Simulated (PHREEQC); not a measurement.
**Nickel, zinc or cadmium bath (model solution)**

Dissolve 0.0081 mol ZnCl2, 0.00066 mol H3BO3 and 0.0042 mol H2SO4 per kg of water at 20 °C. Closed to the air; pH follows from the charge balance.

Computed with PHREEQC (ion-association model, phreeqc.dat).

This is a speciation only: nothing precipitates in the calculation.

Question: Estimate the pH, ionic strength.

Answer: pH 2.18; ionic strength 0.0309 mol/kgw.

Question: In which forms is S present?

Answer: SO4-2 55 %, ZnSO4 24 %, HSO4- 20 %, Zn(SO4)2-2 1.0 % of the S.
